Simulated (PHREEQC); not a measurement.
## Copper plating or etch bath: speciation

A solution holds 2.6 mmol/kgw CuSO4 and 51 mmol/kgw HBF4, at 25 °C. Closed to the air; pH follows from the charge balance.

Computed with PHREEQC (ion-association model, wateq4f.dat).

Each row changes one thing in this solution. This is a speciation only: nothing precipitates in the calculation.

```json
[
 {"case": "as made", "pH": "1.40", "ionic strength (mol/kgw)": "0.0554", "HF (mol/kgw)": "0.0110", "Cu+2 (mol/kgw)": "0.00251", "HSO4- (mol/kgw)": "0.00171", "SO4-2 (mol/kgw)": "0.000801", "SI of Chalcanthite (CuSO4:5H2O)": "-3.74", "SI of CuF2:2H2O (CuF2:2H2O)": "-5.84"},
 {"case": "HBF4 from 0.051 to 0.0765 mol/kgw", "pH": "1.22", "ionic strength (mol/kgw)": "0.0802", "HF (mol/kgw)": "0.0129", "Cu+2 (mol/kgw)": "0.00254", "HSO4- (mol/kgw)": "0.00190", "SO4-2 (mol/kgw)": "0.000644", "SI of Chalcanthite (CuSO4:5H2O)": "-3.92", "SI of CuF2:2H2O (CuF2:2H2O)": "-6.09"},
 {"case": "HBF4 from 0.051 to 0.0102 mol/kgw", "pH": "2.11", "ionic strength (mol/kgw)": "0.0171", "HF (mol/kgw)": "0.00564", "Cu+2 (mol/kgw)": "0.00232", "HSO4- (mol/kgw)": "0.000790", "SO4-2 (mol/kgw)": "0.00154", "SI of Chalcanthite (CuSO4:5H2O)": "-3.24", "SI of CuF2:2H2O (CuF2:2H2O)": "-4.92"},
 {"case": "HBF4 replaced by NaF at the same molality", "pH": "5.88", "ionic strength (mol/kgw)": "0.0579", "HF (mol/kgw)": "7.75e-5", "Cu+2 (mol/kgw)": "0.00167", "HSO4- (mol/kgw)": "1.55e-7", "SO4-2 (mol/kgw)": "0.00220", "SI of Chalcanthite (CuSO4:5H2O)": "-3.48", "SI of CuF2:2H2O (CuF2:2H2O)": "-1.37"},
 {"case": "CuSO4 from 0.0026 to 0.00234 mol/kgw", "pH": "1.40", "ionic strength (mol/kgw)": "0.0547", "HF (mol/kgw)": "0.0110", "Cu+2 (mol/kgw)": "0.00227", "HSO4- (mol/kgw)": "0.00155", "SO4-2 (mol/kgw)": "0.000720", "SI of Chalcanthite (CuSO4:5H2O)": "-3.83", "SI of CuF2:2H2O (CuF2:2H2O)": "-5.89"},
 {"case": "HBF4 from 0.051 to 0.0255 mol/kgw", "pH": "1.71", "ionic strength (mol/kgw)": "0.0310", "HF (mol/kgw)": "0.00834", "Cu+2 (mol/kgw)": "0.00244", "HSO4- (mol/kgw)": "0.00133", "SO4-2 (mol/kgw)": "0.00112", "SI of Chalcanthite (CuSO4:5H2O)": "-3.47", "SI of CuF2:2H2O (CuF2:2H2O)": "-5.42"},
 {"case": "HBF4 from 0.051 to 0.0561 mol/kgw", "pH": "1.36", "ionic strength (mol/kgw)": "0.0603", "HF (mol/kgw)": "0.0114", "Cu+2 (mol/kgw)": "0.00252", "HSO4- (mol/kgw)": "0.00176", "SO4-2 (mol/kgw)": "0.000762", "SI of Chalcanthite (CuSO4:5H2O)": "-3.78", "SI of CuF2:2H2O (CuF2:2H2O)": "-5.90"},
 {"case": "HBF4 from 0.051 to 0.102 mol/kgw", "pH": "1.10", "ionic strength (mol/kgw)": "0.105", "HF (mol/kgw)": "0.0143", "Cu+2 (mol/kgw)": "0.00256", "HSO4- (mol/kgw)": "0.00201", "SO4-2 (mol/kgw)": "0.000547", "SI of Chalcanthite (CuSO4:5H2O)": "-4.06", "SI of CuF2:2H2O (CuF2:2H2O)": "-6.27"}
]
```

Some of these states are supersaturated (in Brochantite, Antlerite, for instance). Real BF4- forms and hydrolyses slowly; the run takes it at equilibrium.
